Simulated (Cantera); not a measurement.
Mixture: CH₄ : O₂ : N₂ = 1 : 2.47 : 9.28 (molar parts), equivalence ratio 0.81, at 750 Torr, adiabatic and at constant volume. Ignition delay is the time to a rise of 400 K.

Computed with Cantera and GRI-Mech 3.0 (53 species, 325 reactions).

What does this change do: O2 2.47 to 1.6 parts?


```tsv
quantity	before	after
delay at 1125 K	0.121 s	0.229 s
delay at 1275 K	13.9 ms	26.4 ms
delay at 1425 K	2.25 ms	4.04 ms
delay at 1575 K	0.520 ms	0.829 ms
apparent activation energy between 1500 and 1650 K	180 kJ/mol	190 kJ/mol
```

What does this change do: pressure from 750 Torr to 4050 Torr?


| quantity | before | after |
|---|---|---|
| delay at 1125 K | 0.121 s | 21.8 ms |
| delay at 1275 K | 13.9 ms | 3.12 ms |
| delay at 1425 K | 2.25 ms | 0.579 ms |
| delay at 1575 K | 0.520 ms | 0.135 ms |
| apparent activation energy between 1500 and 1650 K | 180 kJ/mol | 180 kJ/mol |

What does this change do: pressure from 750 Torr to 3750 Torr?


```json
[
 {"quantity": "delay at 1125 K", "before": "0.121 s", "after": "23.7 ms"},
 {"quantity": "delay at 1275 K", "before": "13.9 ms", "after": "3.36 ms"},
 {"quantity": "delay at 1425 K", "before": "2.25 ms", "after": "0.618 ms"},
 {"quantity": "delay at 1575 K", "before": "0.520 ms", "after": "0.144 ms"},
 {"quantity": "apparent activation energy between 1500 and 1650 K", "before": "180 kJ/mol", "after": "180 kJ/mol"}
]
```
